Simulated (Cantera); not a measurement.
A closed system holds: 1 mol C₂F₆, 0.94 mol F₂, 0.074 mol H₂, at 2773 K and 1.00 bar.

These are equilibrium values from Cantera (NASA tables, ideal gas, pure condensed phases), not measurements of a reactor. Candidate condensed phases: C, C₆H₆, C₇H₈, C₈H₁₈; 95 gas species. The feed counts by its element totals alone. The tables' values for C₂F₄ are old estimates; treat these amounts as uncertain. Gases not in the tables: C₂F₆ and larger saturated fluorocarbons. Equilibrium is a limit: real reactors are often held back by kinetics, nucleation or transport.

Base state: CF₄ 0.388, F 0.340, CF₂ 0.192, HF 0.0455, CF₃ 0.0323, CF 0.00194, F₂ 3.13e-5, C₂F₄ 1.96e-5 (mole fractions); condensed: gas only.

Task: What changes in the equilibrium state with this change: H₂ from 0.074 to 0.25 mol?

Result: 
```tsv
species	before	after
CF₄	0.388	0.319
F	0.340	0.291
CF₂	0.192	0.214
HF	0.0455	0.142
CF₃	0.0323	0.0309
H	2.93e-6	1.07e-5
F₂	3.13e-5	2.30e-5
CF	0.00194	0.00252
C₂F₄	1.96e-5	2.44e-5
```
